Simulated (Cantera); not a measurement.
Reactions in the system B-Cl-F-N

Source: NASA polynomial tables (part measured, part estimated), evaluated in Cantera. Values are per mole of reaction as written; species without (g) are pure solids or liquids, kept so even where they would boil at 1 bar.

2 BCl₃(g) + 2 NF₃(g) = 6 Cl(g) + 3 F₂(g) + 2 BN

| T (K) | ΔH° (kJ) | ΔS° (J/K) | ΔG° (kJ) | log10 K |
|---|---|---|---|---|
| 1425 | 1313.5 | 556.1 | 521.1 | -19.10 |
| 1625 | 1315.7 | 557.5 | 409.8 | -13.17 |
| 1825 | 1317.6 | 558.6 | 298.1 | -8.53 |
| 2025 | 1319.2 | 559.4 | 186.3 | -4.81 |
| 2225 | 1320.3 | 560.0 | 74.4 | -1.75 |
